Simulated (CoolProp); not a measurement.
Acetone along the isotherm 276.85 °C: fugacity coefficient from the reference equation and from simpler models built on Tc = 235.0 °C, pc = 46.92 bar, ω = 0.307; each cubic takes its own stable root.

The numbers come from the reference Helmholtz-energy equation of state, Lemmon 2006 in CoolProp. It is a short technical equation, of lower accuracy than the large ones.

```
p (bar)          phase  reference
-------  -------------  ---------
0.742              gas     0.9953
1.16               gas     0.9926
1.8                gas     0.9886
2.8                gas     0.9823
4.36               gas     0.9725
6.79               gas     0.9573
10.6               gas     0.9339
16.5               gas     0.8984
25.6               gas     0.8453
39.9               gas     0.7656
62.2     supercritical     0.6485
96.8     supercritical     0.4934
151      supercritical     0.3714
235      supercritical     0.2959
```

Task: How far does each simpler model (van der Waals, Redlich-Kwong, Soave-Redlich-Kwong, Peng-Robinson) lie from the reference over these 14 states: mean and median of the absolute difference, and the worst?

Result: 
- van der Waals: mean 4.5 %, median 1.5 %, worst +28.0 % at 276.85 °C and 235 bar
- Redlich-Kwong: mean 2.6 %, median 0.8 %, worst +15.1 % at 276.85 °C and 235 bar
- Soave-Redlich-Kwong: mean 4.6 %, median 1.2 %, worst +23.8 % at 276.85 °C and 235 bar
- Peng-Robinson: mean 1.9 %, median 0.2 %, worst +12.2 % at 276.85 °C and 235 bar
